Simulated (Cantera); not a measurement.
Feed: 1 mol Si3H8, 0.009 mol Cl2, 3.7 mol H2, held at 627 °C and 0.00133 bar.

These are equilibrium values from Cantera (NASA tables, ideal gas, pure condensed phases), not measurements of a reactor. Candidate condensed phases: Si; 19 gas species. The feed counts by its element totals alone. Kinetics and transport are ignored.

Base state: H2 0.998, HCl 0.00226 (mole fractions); condensed: Si(s).

Question: What changes in the equilibrium state with this change: pressure from 0.00133 bar to 0.0490 bar?

Answer: 
```json
[
 {"species": "H2", "before": "0.998", "after": "0.998"},
 {"species": "HCl", "before": "0.00226", "after": "0.00163"},
 {"species": "SiHCl3", "before": "8.95e-6", "after": "0.000123"},
 {"species": "SiH2Cl2", "before": "1.06e-6", "after": "2.03e-5"},
 {"species": "SiCl4", "before": "7.14e-6", "after": "7.06e-5"},
 {"species": "Si(s), mol", "before": "3.00", "after": "3.00"}
]
```
